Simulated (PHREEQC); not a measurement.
A solution holds 0.01 mol NaOH, 0.00085 mol NaAlO2 and 0.028 mol (CH3)4NCl per kg of water, at 54 °C. Closed to the air; pH follows from the charge balance.

The numbers come from PHREEQC with the ion-association model, phreeqc.dat.

```tsv
quantity	before	after
pH	11.07	11.91
ionic strength (mol/kgw)	0.0389	0.0389
Al(OH)3 (mol/kgw)	1.70e-9	4.57e-10
SI of Gibbsite (Al(OH)3)	-0.91	-0.51
SI of Halite (NaCl)	-5.27	-5.24
```

Question: Which change was made?
(A) temperature from 54 to 25 °C
(B) temperature from 54 to 45 °C
(C) temperature from 54 to 10 °C
(D) temperature from 54 to 55 °C
(E) NaOH left out

Answer: A, temperature from 54 to 25 °C

No solid was allowed to form. (CH3)4N+ isn't in the database: it is added as a free cation with an ion size of 4 Å. Constants without temperature data keep their 25 °C values here.
